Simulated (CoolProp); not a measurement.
100 sccm (0 °C, 1 atm) of nitrogen bubbles through liquid ethylbenzene at 313 K and leaves saturated at a total pressure of 0.0381 MPa (ideal gas phase). Each further row changes one setting.

The numbers come from the reference Helmholtz-energy equation of state, Zhou 2012 in CoolProp.

| case | vapour pressure (kPa) | mole fraction of vapour | delivery (mg/min) | delivery (sccm) | change of delivery for a bath 1 K warmer (%) |
|---|---|---|---|---|---|
| as stated | 2.85 | 0.0749 | 38.3 | 8.09 | 5.7 |
| bath temperature 318 K | 3.66 | 0.0961 | 50.4 | 10.6 | 5.6 |
| total pressure 0.0762 MPa | 2.85 | 0.0374 | 18.4 | 3.89 | 5.4 |
